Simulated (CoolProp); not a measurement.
Vapour-liquid equilibrium of acetone (1) + methanol (2) at 285.2 K; x and y are mole fractions of (1).

The numbers come from the multi-fluid Helmholtz-energy mixture model, Lemmon 2006 and de Reuck 1993; pair parameters Bell 2016 in CoolProp.

```
x     bubble pressure, mixture model (MPa)  bubble pressure, Raoult's law (MPa)  y, mixture model  y, Raoult's law
----  ------------------------------------  -----------------------------------  ----------------  ---------------
0.05                              0.009692                             0.008809             0.175            0.097
0.15                               0.01166                             0.009677             0.372            0.264
0.25                               0.01304                              0.01055             0.486            0.404
0.35                               0.01407                              0.01141             0.565            0.523
0.45                               0.01488                              0.01228             0.629            0.625
0.55                               0.01555                              0.01315             0.687            0.713
0.65                               0.01610                              0.01402             0.744            0.791
0.75                               0.01656                              0.01489             0.804            0.859
0.85                               0.01689                              0.01576             0.872            0.920
0.95                               0.01706                              0.01663             0.952            0.975
```

The largest gap from Raoult's law is +23.6 % in bubble pressure, at x = 0.25. No azeotrope shows between x = 0.05 and 0.95.

Pair parameters are fitted to limited data, so mixtures are less certain than the pure fluids.
